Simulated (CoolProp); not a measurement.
Tetrahydrofuran along the isotherm 6.25 °C: density (kg/m³) from the reference equation and from simpler models built on Tc = 267.0 °C, pc = 5304 kPa, ω = 0.234; each cubic takes its own stable root.

Computed with CoolProp (reference Helmholtz-energy equation of state, Fiedler 2023).

```
p (kPa)   phase  reference  van der Waals  Redlich-Kwong  Soave-Redlich-Kwong  Peng-Robinson
-------  ------  ---------  -------------  -------------  -------------------  -------------
25.2     liquid      902.4         0.7872          820.0                836.1          941.1
44.7     liquid      902.4          1.403          820.0                836.1          941.1
79.6     liquid      902.4          2.522          820.1                836.1          941.2
141      liquid      902.5          4.544          820.1                836.2          941.2
252      liquid      902.6          553.0          820.3                836.3          941.3
447      liquid      902.7          553.3          820.5                836.4          941.5
796      liquid      903.0          553.9          820.9                836.7          941.8
1410     liquid      903.5          555.0          821.6                837.3          942.3
2520     liquid      904.3          556.8          822.8                838.3          943.2
4470     liquid      905.8          559.8          824.9                839.9          944.7
7960     liquid      908.4          564.7          828.5                842.8          947.3
```

At some of these states van der Waals gives the other phase, because its saturation line lies elsewhere.
